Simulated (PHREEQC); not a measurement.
0.41 g of hydrous ferric oxide (600 m²/g; 0.2 weak and 0.005 strong sites per Fe, Dzombak-Morel constants, diffuse double layer) in 1 kg of water with 0.05 mol/kgw of an inert sodium salt, at 25 °C; the pH is set by adding NaOH or the inert anion's acid. Oxygen alone is held at its pressure in air (log pO2 = -0.68). The system is closed to CO2. Nothing may precipitate in this run.

All values are PHREEQC results (ion-association model, wateq4f.dat), not measurements.

| pH | surface charge σ (C/m²) | surface potential ψ (mV) |
|---|---|---|
| 3 | 0.357 | 169 |
| 3.67 | ___ | 164 |
| 4.33 | 0.258 | 153 |
| 5 | 0.181 | 135 |
| 5.67 | 0.115 | 112 |
| 6.33 | ___ | ___ |
| 7 | 0.034 | 56 |
| 7.67 | ___ | 22 |
| 8.33 | -0.006 | ___ |
| 9 | -0.026 | -45 |
| 9.67 | -0.055 | -76 |
| 10.33 | ___ | -104 |
| 11 | -0.158 | -128 |

### Question
Fill in the missing entries.

### Answer

- 3.67, surface charge σ (C/m²): 0.323
- 6.33, surface charge σ (C/m²): 0.067
- 6.33, surface potential ψ (mV): 86
- 7.67, surface charge σ (C/m²): 0.012
- 8.33, surface potential ψ (mV): -11
- 10.33, surface charge σ (C/m²): -0.097

The oxide is taken as insoluble; below pH 4 it would dissolve.
